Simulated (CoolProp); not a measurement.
Saturated liquid density (kg/m³) of CHF3 (R23): the reference equation beside estimates from Tc = 299.3 K, pc = 4.832 MPa, ω = 0.263. Rackett uses Z = 0.29056 − 0.08775 ω.

Model: reference Helmholtz-energy equation of state, Penoncello 2003, in CoolProp.

| T (K) | reference | Rackett | van der Waals | Redlich-Kwong | Soave-Redlich-Kwong | Peng-Robinson |
|---|---|---|---|---|---|---|
| 188.1 | 1457 | 1373 | 821.3 | (withheld) | 1247 | 1408 |
| 196.7 | 1424 | 1342 | 803.8 | 1174 | 1218 | 1377 |
| 205.3 | 1390 | 1310 | 785.3 | 1142 | 1188 | 1344 |
| 213.9 | 1355 | (withheld) | 765.9 | 1107 | 1155 | 1309 |
| 222.5 | 1318 | 1243 | 745.3 | 1070 | 1120 | 1269 |
| 231.1 | 1279 | 1206 | 723.4 | 1031 | 1081 | (withheld) |
| 239.7 | 1238 | 1167 | 699.9 | 988.7 | 1039 | 1179 |
| 248.3 | 1193 | 1126 | 674.5 | 942.9 | 992.8 | 1127 |
| 256.9 | 1145 | 1081 | 646.8 | 893.0 | 941.3 | 1068 |
| 265.5 | 1090 | 1031 | 615.9 | 837.6 | 883.2 | 1001 |
| 274.1 | 1028 | (withheld) | 580.8 | 775.0 | 816.1 | 923.3 |

Task: What belongs in the gaps?

Result: 
- 188.1, Redlich-Kwong: 1205
- 213.9, Rackett: 1277
- 231.1, Peng-Robinson: 1227
- 274.1, Rackett: 973.7

Absolute difference from the reference over all 11 rows, mean and median: Rackett 5.6 and 5.7 %, van der Waals 43.5 and 43.5 %, Redlich-Kwong 20.0 and 19.4 %, Soave-Redlich-Kwong 16.3 and 15.5 %, Peng-Robinson 5.1 and 4.1 %.
